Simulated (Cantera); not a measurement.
An isothermal, constant-pressure homogeneous reactor starts with C2H4 : H2 = 1 : 88 (molar parts), at 1123 K and 1.01 bar.

Computed with Cantera and GRI-Mech 3.0 (53 species, 325 reactions). GRI-Mech 3.0 was tuned for natural gas; its chemistry of ethylene as a main component is partial and can be far from experiment. GRI-Mech 3.0 stops at C3 and has no aromatics, soot or wall deposition, so with more carbon than oxygen in the feed, carbon stays in small species such as C2H2 where larger ones or solid carbon would form.

x: mole fraction; the columns are a selection and need not sum to one.

```json
[
 {"t (s)": "0.000400", "x C2H4": "0.0112", "x H2": "0.989", "x CH3": "<1e-12", "x CH4": "<1e-12", "x C2H6": "3.25e-10"},
 {"t (s)": "0.00103", "x C2H4": "0.0112", "x H2": "0.989", "x CH3": "<1e-12", "x CH4": "<1e-12", "x C2H6": "…"},
 {"t (s)": "0.00265", "x C2H4": "0.0112", "x H2": "0.989", "x CH3": "<1e-12", "x CH4": "2.96e-12", "x C2H6": "1.43e-8"},
 {"t (s)": "0.00684", "x C2H4": "0.0112", "x H2": "0.989", "x CH3": "<1e-12", "x CH4": "5.14e-11", "x C2H6": "9.69e-8"},
 {"t (s)": "0.0176", "x C2H4": "0.0112", "x H2": "0.989", "x CH3": "<1e-12", "x CH4": "9.71e-10", "x C2H6": "7.41e-7"},
 {"t (s)": "0.0454", "x C2H4": "0.0112", "x H2": "0.989", "x CH3": "1.48e-11", "x CH4": "3.53e-8", "x C2H6": "1.14e-5"},
 {"t (s)": "0.117", "x C2H4": "0.0105", "x H2": "0.989", "x CH3": "5.32e-9", "x CH4": "2.63e-5", "x C2H6": "0.000736"},
 {"t (s)": "0.301", "x C2H4": "0.00794", "x H2": "0.988", "x CH3": "3.44e-8", "x CH4": "0.000781", "x C2H6": "0.00285"},
 {"t (s)": "0.776", "x C2H4": "0.00679", "x H2": "0.987", "x CH3": "7.58e-8", "x CH4": "0.00332", "x C2H6": "0.00269"},
 {"t (s)": "2.00", "x C2H4": "…", "x H2": "0.985", "x CH3": "…", "x CH4": "…", "x C2H6": "…"}
]
```

Problem. Complete the blanks.

Solution. 
- 0.00103, x C2H6: 2.15e-9
- 2.00, x C2H4: 0.00507
- 2.00, x CH3: 1.43e-7
- 2.00, x CH4: 0.00822
- 2.00, x C2H6: 0.00200
